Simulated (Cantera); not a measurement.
# Equilibrium for carbon deposition, reforming and gasification: C2H6 + H2O

Input: 1 mol C2H6, 1.8 mol H2O, held at 80.0 mbar.

These are equilibrium values from Cantera (NASA tables, ideal gas, pure condensed phases), not measurements of a reactor. Candidate condensed phases: C, C6H6, C7H8, C8H18, H2O; 131 gas species. Ions and electrons are included (thermal ionisation). Equilibrium is a limit: real reactors are often held back by kinetics, nucleation or transport.

| T (°C) | log p H | log p H2 | log p CO | log p C |
|---|---|---|---|---|
| 2727 | -1.54 | -1.49 | -1.75 | -4.52 |
| 2977 | -1.35 | -1.72 | -1.81 | -3.79 |
| 3227 | -1.25 | -2.04 | -1.86 | -3.29 |
| 3477 | -1.21 | -2.42 | -1.88 | -3.00 |
| 3727 | -1.19 | -2.79 | -1.90 | -2.89 |
| 3977 | -1.18 | -3.13 | -1.90 | -2.87 |
| 4227 | -1.18 | -3.44 | -1.91 | -2.85 |
| 4477 | -1.18 | -3.72 | -1.91 | -2.80 |
| 4727 | -1.18 | -3.98 | -1.93 | -2.70 |
log p: log10 of the partial pressure in bar; nothing condenses.

From 2727 °C to 4727 °C nothing is condensed. The main C-bearing gas is CO throughout.
